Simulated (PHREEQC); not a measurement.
1 kg of water holding 190 mmol/kgw MgSO4 and 5.3 mmol/kgw MgCl2 is evaporated at 15 °C; the solids stay in contact with the brine. No CO2 enters from the air. Solids allowed: Bischofite, Brucite, Epsomite, Hexahydrite, Kieserite, MgCl2_4H2O. Others were left out.

The series has 19 steps of water left (kg), from 1 to 0.006795.

Model: Pitzer model, pitzer.dat, run in PHREEQC.

Which solids form, in which order, and at which step of the series does each first stand?

Epsomite from water left = 0.05897 kg.

Complexes and solids missing from the database can't appear.
